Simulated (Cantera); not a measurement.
Input (Python, Cantera) and output of one run.

```python
import numpy as np
import cantera as ct

gas_names = """
    CL CL2 H HCL H2 Si SiCL SiCL2 SiCL3 SiCL4 SiH SiHCL3 SiH2 SiH2CL2 SiH3 SiH3CL SiH4 Si2 Si3
""".split()
cond_names = """
    Si(cr) Si(L)
""".split()


# ... load() reads the species with a 1 bar reference pressure and builds the phases ...
atoms = {
    'Si2Cl6': {'Si': 2, 'CL': 6},
    'HCl': {'H': 1, 'CL': 1},
    'H2': {'H': 2},
}
top_T = {}  # K; cautious upper limits of use, not melting points


# ... equilibrate(T, P, feed) seeds the gas with the atoms and calls Mixture.equilibrate('TP', solver="vcs", rtol=1e-11, max_steps=5000) ...
results = []
feed = {'Si2Cl6': 1, 'HCl': 0.066, 'H2': 820}  # mol
T = 1400  # K
P = 230  # Pa
mix = equilibrate(T, P, feed)
results.append((T, P, feed, dict(zip(mix.species_names, mix.species_moles))))
x = sorted(zip(gas.X, gas.species_names), reverse=True)
print(f"T = {T:g} K  P = {P:g} Pa  gas = {mix.phase_moles(0):.4g} mol")
print("   x: " + "  ".join(f"{s} {v:.3e}" for v, s in x if v > 1e-05))
print("   condensed (mol): " + ("  ".join(f"{mix.phase(i).name} {mix.phase_moles(i):.4g}"
      for i in range(1, mix.n_phases) if mix.phase_moles(i) > 1e-12) or "none"))
```

Output:

```
T = 1400 K  P = 230 Pa  gas = 823.1 mol
   x: H2 9.927e-01  HCL 7.071e-03  SiCL2 1.486e-04  H 1.011e-04
   condensed (mol): Si(cr) 1.877
```

Equilibrium computed with Cantera from the NASA thermochemical tables; the gas is ideal and each condensed phase is pure. The feed counts by its element totals alone.
